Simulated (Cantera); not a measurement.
Source: NASA polynomial tables (part measured, part estimated), evaluated in Cantera. Values are per mole of reaction as written; species without (g) are pure solids or liquids, kept so even where they would boil at 1 bar.

Task: Between 900 and 1700 K, where is each reaction favourable under standard conditions?
- C + NiS2 = CS2(g) + Ni

Result: 
- C + NiS2 = CS2(g) + Ni: ΔG° is 80 kJ at 900 K and -39 kJ at 1700 K; it changes sign between 1300 and 1400 K. ΔH° is 164 kJ and ΔS° 120 J/K at 1700 K.
